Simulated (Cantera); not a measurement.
Charge: 1 mol B2O3, 4.1 mol O2, at 2000 K.

Method: chemical equilibrium by Gibbs-energy minimisation in Cantera with the NASA 1993 tables (ideal gas, pure condensed phases). Candidate condensed phases: B, B2O3; 10 gas species. Equilibrium is a limit: real reactors are often held back by kinetics, nucleation or transport.

Task: Which condensed phases are stable at each of these points (P (Pa)): 10, 46, 220, 1000, 4600, 22000, 100000?

Result: 
```json
[
 {"P (Pa)": "10", "condensed phases": "gas only", "B condensed (%)": "0.0"},
 {"P (Pa)": "46", "condensed phases": "gas only", "B condensed (%)": "0.0"},
 {"P (Pa)": "220", "condensed phases": "gas only", "B condensed (%)": "0.0"},
 {"P (Pa)": "1000", "condensed phases": "gas only", "B condensed (%)": "0.0"},
 {"P (Pa)": "4600", "condensed phases": "gas only", "B condensed (%)": "0.0"},
 {"P (Pa)": "22000", "condensed phases": "gas only", "B condensed (%)": "0.0"},
 {"P (Pa)": "100000", "condensed phases": "B2O3(l)", "B condensed (%)": "80.7"}
]
```

From 0.000100 bar to 0.220 bar nothing is condensed. At 1.00 bar the condensed part is B2O3(l).
